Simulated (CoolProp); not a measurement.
The fluid at 417.32 K and 11.4 MPa expands adiabatically to 1.15 MPa with isentropic efficiency 0.9. The same conditions are run with several fluids, on thermodynamics alone (safety and materials aside).

Model: reference Helmholtz-energy equation of state of each fluid (R143a: Lemmon and Jacobsen 2000; carbon dioxide: Span 1996; propylene: Lemmon 2013; ammonia: Gao 2020; R22: Kamei 1995), in CoolProp.

Problem. Rank R143a, carbon dioxide, propylene, ammonia, R22 by work (kJ/kg), highest first.

Solution. ammonia (210), carbon dioxide (106), propylene (72.5), R143a (42.5), R22 (32.6)

```
fluid           final temperature (K)                       final phase  final density (kg/m³)
--------------  ---------------------  --------------------------------  ---------------------
R143a                           299.9                               gas                   49.8
carbon dioxide                  251.9                               gas                   27.1
propylene                       298.0  two-phase, vapour fraction 0.861                   28.0
ammonia                         302.7  two-phase, vapour fraction 0.769                   11.5
R22                             301.8  two-phase, vapour fraction 0.760                   63.5
```
